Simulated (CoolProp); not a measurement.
Vapour-liquid equilibrium of CH2F2 (R32) (1) + dimethyl ether (2) at 873 kPa; x and y are mole fractions of (1).

The numbers come from the multi-fluid Helmholtz-energy mixture model, Tillner-Roth 1997 and Wu 2011; pair parameters Bell 2016 in CoolProp.

Give the bubble temperature and the first vapour's composition at x = 0.35, 0.65, 0.875. Is there an azeotrope?

x = 0.35: 295.3 K, y = 0.567; x = 0.65: 284.4 K, y = 0.824; x = 0.875: 278.3 K, y = 0.945. No azeotrope shows between x = 0.05 and 0.95.

Pair parameters are fitted to limited data, so mixtures are less certain than the pure fluids.
